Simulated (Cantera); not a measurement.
A closed system holds: 1 mol SiH4, 0.43 mol NO, 26 mol N2, held at 1500 °C and 0.133 bar.

Equilibrium computed with Cantera from the NASA thermochemical tables; the gas is ideal and each condensed phase is pure. Candidate condensed phases: H2O, Si, SiO2, Si2N2O, Si3N4; 35 gas species. Mutual solubility and eutectic melting of coexisting phases are not modelled. The numbers say what is thermodynamically allowed, not how fast it happens.

Base state: N2 0.927, H2 0.0721, SiO 0.000570, H 0.000209 (mole fractions); condensed: Si2N2O(s) + Si3N4(s).

What changes in the equilibrium state with this change: temperature from 1500 °C to 1550 °C?


| species | before | after |
|---|---|---|
| N2 | 0.927 | 0.926 |
| H2 | 0.0721 | 0.0719 |
| SiO | 0.000570 | 0.00166 |
| H | 0.000209 | 0.000319 |
| Si2N2O(s), mol | 0.414 | 0.384 |
| Si3N4(s), mol | 0.0519 | 0.0619 |

What changes in the equilibrium state with this change: SiH4 replaced by Si2H6?


```tsv
species	before	after
N2	0.927	0.892
H2	0.0721	0.107
SiO	0.000570	0.000577
H	0.000209	0.000255
Si2N2O(s), mol	0.414	0.414
Si3N4(s), mol	0.0519	0.385
```
The feed counts by its element totals alone.

What changes in the equilibrium state with this change: 0.36 mol O2 added?


| species | before | after |
|---|---|---|
| N2 | 0.927 | 0.914 |
| H2 | 0.0721 | 0.0699 |
| SiO | 0.000570 | 0.0158 |
| H2O | 5.81e-8 | 4.27e-5 |
| H | 0.000209 | 0.000206 |
| Si2N2O(s), mol | 0.414 | 0.133 |
| Si3N4(s), mol | 0.0519 | 0 |
| SiO2(condensed), mol | 0 | 0.282 |
The tables hold silica as quartz up to 1696 K and as liquid above; real silica turns to tridymite and cristobalite and melts near 1996 K.
